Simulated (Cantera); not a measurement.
# Equilibrium for iron carbonyl, mercury and lead vapours: Pb + CO + N₂

Input: 1 mol Pb, 0.09 mol CO, 1.2 mol N₂, at 0.133 bar.

Cantera equilibrium calculation (NASA polynomials, part measured and part estimated; ideal gas, pure solids and liquids). Candidate condensed phases: C, Pb, PbO, PbO₂, Pb₃O₄; 27 gas species. Kinetics and transport are ignored.

From 1023 K to 1223 K the condensed part is C(graphite) + Pb(l). From 1248 K to 1273 K the condensed part is Pb(l). The main Pb-bearing gas is Pb throughout.

```json
[
 {"T (K)": "1023", "x N₂": "0.930", "x CO": "0.0693", "x Pb": "0.000200", "x CO₂": "0.000229", "x Pb₂": "8.81e-10", "n C(graphite)": "0.000296", "n Pb(l)": "1.000"},
 {"T (K)": "1048", "x N₂": "0.930", "x CO": "0.0695", "x Pb": "0.000335", "x CO₂": "0.000143", "x Pb₂": "2.09e-9", "n C(graphite)": "0.000184", "n Pb(l)": "1.000"},
 {"T (K)": "1073", "x N₂": "0.930", "x CO": "0.0696", "x Pb": "0.000548", "x CO₂": "9.08e-5", "x Pb₂": "4.76e-9", "n C(graphite)": "0.000117", "n Pb(l)": "0.999"},
 {"T (K)": "1098", "x N₂": "0.929", "x CO": "0.0696", "x Pb": "0.000876", "x CO₂": "5.89e-5", "x Pb₂": "1.04e-8", "n C(graphite)": "7.61e-5", "n Pb(l)": "0.999"},
 {"T (K)": "1123", "x N₂": "0.929", "x CO": "0.0696", "x Pb": "0.00137", "x CO₂": "3.90e-5", "x Pb₂": "2.20e-8", "n C(graphite)": "5.04e-5", "n Pb(l)": "0.998"},
 {"T (K)": "1148", "x N₂": "0.928", "x CO": "0.0696", "x Pb": "0.00210", "x CO₂": "2.63e-5", "x Pb₂": "4.49e-8", "n C(graphite)": "3.39e-5", "n Pb(l)": "0.997"},
 {"T (K)": "1173", "x N₂": "0.927", "x CO": "0.0695", "x Pb": "0.00316", "x CO₂": "1.80e-5", "x Pb₂": "8.89e-8", "n C(graphite)": "2.33e-5", "n Pb(l)": "0.996"},
 {"T (K)": "1198", "x N₂": "0.926", "x CO": "0.0694", "x Pb": "0.00468", "x CO₂": "1.25e-5", "x Pb₂": "1.71e-7", "n C(graphite)": "1.62e-5", "n Pb(l)": "0.994"},
 {"T (K)": "1223", "x N₂": "0.924", "x CO": "0.0693", "x Pb": "0.00681", "x CO₂": "8.80e-6", "x Pb₂": "3.19e-7", "n C(graphite)": "1.14e-5", "n Pb(l)": "0.991"},
 {"T (K)": "1248", "x N₂": "0.921", "x CO": "0.0691", "x Pb": "0.00975", "x CO₂": "6.28e-6", "x Pb₂": "5.81e-7", "n C(graphite)": "0", "n Pb(l)": "0.987"},
 {"T (K)": "1273", "x N₂": "0.917", "x CO": "0.0688", "x Pb": "0.0138", "x CO₂": "4.54e-6", "x Pb₂": "1.03e-6", "n C(graphite)": "0", "n Pb(l)": "0.982"}
]
```
x: gas mole fraction; n: condensed amount in mol.
